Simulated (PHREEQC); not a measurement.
Synthetic water in mg/kgw, 20 °C, pH 6.19, pe 9.6:

```csv
constituent,mg/kgw
Na,0.197
K,0.0302
Ca,0.0581
Mg,0.03
Cl,0.349
S(6) as SO4,0.174
Alkalinity as HCO3,0.0617
Li,1.74e-05
Ni,0.00168
B,0.00353
```

Valence states are taken as typed.

All values are PHREEQC results (ion-association model, wateq4f.dat), not measurements.

```json
[
 {"quantity": "CO2 (mol/kgw)", "before": "2.55e-6", "after": "5.66e-6"},
 {"quantity": "HCO3- (mol/kgw)", "before": "1.65e-6", "after": "3.67e-6"},
 {"quantity": "CaSO4 (mol/kgw)", "before": "4.79e-10", "after": "4.17e-9"},
 {"quantity": "MgSO4 (mol/kgw)", "before": "4.41e-10", "after": "3.85e-9"},
 {"quantity": "CO3-2 (mol/kgw)", "before": "1.09e-10", "after": "2.46e-10"},
 {"quantity": "SI of Ni(OH)2 (Ni(OH)2)", "before": "-5.59", "after": "-5.12"},
 {"quantity": "SI of Gypsum (CaSO4:2H2O)", "before": "-7.02", "after": "-6.08"}
]
```

Problem. Which change was made?
A. Ni from 0.00168 to 0.00084 mg/kgw
B. pH from 6.19 to 6.49 at the same alkalinity
C. all concentrations times 3 at the same typed pH

Solution. C, all concentrations times 3 at the same typed pH

Precipitation was switched off in this run.
